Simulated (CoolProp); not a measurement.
R115 along the isobar 0.822 MPa: density (kg/m³) from the reference equation and from simpler models built on Tc = 80.0 °C, pc = 3.129 MPa, ω = 0.248; each cubic takes its own stable root.

Model: reference Helmholtz-energy equation of state, Lemmon 2016, in CoolProp.

```csv
T (°C),phase,reference,van der Waals,Soave-Redlich-Kwong,Peng-Robinson
23.65,gas,63.11,59.40,62.87,63.77
35.85,gas,58.50,56.15,58.55,59.33
48.05,gas,54.82,53.30,54.97,55.66
60.25,gas,51.75,50.76,51.92,52.53
72.45,gas,49.11,48.49,49.27,___
84.65,gas,46.81,46.44,46.94,47.44
96.85,gas,44.76,44.57,44.86,45.32
109.05,gas,___,42.86,43.00,43.42
121.25,gas,41.27,41.30,41.31,41.70
133.45,gas,39.75,39.85,39.78,40.13
145.65,gas,38.36,38.51,38.37,38.69
157.95,gas,37.07,37.25,37.06,37.36
170.15,gas,___,36.09,35.86,36.14
182.35,gas,34.78,35.00,34.74,35.00
194.55,gas,33.74,33.99,___,33.95
206.75,gas,32.78,33.03,32.73,32.96
```

Q: What belongs in the gaps?

A: 
- 72.45, Peng-Robinson: 49.82
- 109.05, reference: 42.93
- 170.15, reference: 35.88
- 194.55, Soave-Redlich-Kwong: 33.70
